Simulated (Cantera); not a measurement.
Input (Python, Cantera):

```python
import numpy as np
import cantera as ct

gas = ct.Solution("gri30.yaml")
gas.TPX = 700, 24000, {'CH4': 1, 'CO': 0.13, 'O2': 2.09, 'N2': 7.84, 'H2O': 0.97}
flame = ct.FreeFlame(gas, width=0.11)
flame.set_refine_criteria(ratio=3, slope=0.08, curve=0.16)
flame.transport_model = "mixture-averaged"
flame.solve(loglevel=0, auto=True)
z, T = flame.grid, flame.T
thick = (T[-1] - T[0]) / np.gradient(T, z).max()
show = ['CH4', 'CO', 'O2', 'NO2', 'HCO', 'N2O']
print(f"laminar burning velocity  {flame.velocity[0] * 100:.3f} cm/s")
print(f"burnt temperature         {T[-1]:.1f} K")
print(f"thermal thickness         {thick * 1e3:.4f} mm")
print(f"grid points               {len(z)}")
z0 = z[flame.heat_release_rate.argmax()]
print(f"{'z/mm':>9s}{'T/K':>9s}{'u/(m/s)':>9s}" + "".join(f"{s:>11s}" for s in show))
rows = []
for k in (-3, -2, -1.5, -1, -0.5, -0.25, 0, 0.25, 0.5, 1, 2, 4, 8):
    zz = z0 + k * thick
    rows.append([k * thick, np.interp(zz, z, T), np.interp(zz, z, flame.velocity),
                 *(np.interp(zz, z, flame.X[gas.species_index(s)]) for s in show)])
    print(f"{rows[-1][0] * 1e3:9.3f}{rows[-1][1]:9.1f}{rows[-1][2]:9.3f}" + "".join(f"{x:11.3e}" for x in rows[-1][3:]))
```

Output:

```
laminar burning velocity  201.615 cm/s
burnt temperature         2271.7 K
thermal thickness         1.2467 mm
grid points               145
     z/mm      T/K  u/(m/s)        CH4         CO         O2        NO2        HCO        N2O
   -3.740    700.1    2.018  8.305e-02  1.080e-02  1.736e-01  2.795e-12  5.339e-15  1.396e-14
   -2.493    700.6    2.022  8.286e-02  1.079e-02  1.733e-01  4.181e-11  6.191e-13  2.346e-13
   -1.870    703.3    2.035  8.246e-02  1.081e-02  1.727e-01  2.415e-10  2.824e-11  1.910e-12
   -1.247    730.6    2.125  8.019e-02  1.136e-02  1.703e-01  1.553e-09  4.384e-09  3.810e-11
   -0.623    986.8    2.913  6.233e-02  1.986e-02  1.501e-01  2.397e-09  1.225e-06  1.019e-09
   -0.312   1331.6    3.979  3.616e-02  3.602e-02  1.161e-01  2.748e-09  2.229e-05  3.948e-09
    0.000   1681.7    5.076  9.624e-03  5.448e-02  7.175e-02  1.621e-09  7.780e-05  1.071e-08
    0.312   1831.1    5.537  9.164e-04  5.514e-02  4.354e-02  4.671e-10  2.887e-05  1.901e-08
    0.623   1865.7    5.626  4.531e-05  4.647e-02  3.273e-02  3.831e-10  2.165e-06  2.416e-08
    1.247   1895.2    5.684  1.171e-07  3.520e-02  2.703e-02  4.307e-10  3.568e-08  2.580e-08
    2.493   1932.2    5.769  2.524e-11  2.893e-02  2.449e-02  5.077e-10  2.201e-08  2.555e-08
    4.987   1983.0    5.898  1.392e-16  2.683e-02  2.263e-02  7.022e-10  1.634e-08  2.672e-08
    9.974   2048.9    6.065  4.047e-17  2.513e-02  2.040e-02  1.193e-09  1.080e-08  2.959e-08
```

Detailed kinetics in Cantera: GRI-Mech 3.0 (53 species, 325 reactions). Burning velocities carry a grid error of a few per cent, more on coarse grids.
